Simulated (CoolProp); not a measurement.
Properties of R141b along the isobar 1.35 MPa.

Model: reference Helmholtz-energy equation of state, Lemmon 2006, in CoolProp. It is a short technical equation, of lower accuracy than the large ones.

| T (K) | phase | cv (kJ/(kg K)) | conductivity (mW/(m K)) | Prandtl number |
|---|---|---|---|---|
| 382.4 | liquid | 0.8845 | 69.7 | 3.32 |
| 397.1 | liquid | 0.8996 | 66.4 | 3.13 |
| 411.8 | gas | 0.9089 | 20.7 | 0.709 |
| 426.5 | gas | 0.9047 | 22.0 | 0.664 |
| 441.2 | gas | 0.9074 | 23.4 | 0.632 |
| 455.9 | gas | 0.9139 | 25.0 | 0.607 |
| 470.6 | gas | 0.9223 | 26.6 | 0.587 |
| 485.3 | gas | 0.9319 | 28.3 | 0.569 |
| 500 | gas | 0.9421 | 30.0 | 0.554 |

Viscosity comes from a separate model (Huber 2003), an estimate that may be off by 10 % or more. Thermal conductivity comes from a separate model (Huber 2003), an estimate that may be off by 10 % or more.
